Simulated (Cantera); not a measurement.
Source: NASA polynomial tables (part measured, part estimated), evaluated in Cantera. Values are per mole of reaction as written; species without (g) are pure solids or liquids, kept so even where they would boil at 1 bar.

Task: Between 1575 and 2625 K, where is each reaction favourable under standard conditions?
- 10 O(g) + P4(g) → P4O10(g)

Result: 
- 10 O(g) + P4(g) → P4O10(g): ΔG° is -3071 kJ at 1575 K and -1491 kJ at 2625 K; it stays negative (K > 1). ΔH° is -5418 kJ and ΔS° -1496 J/K at 2625 K.
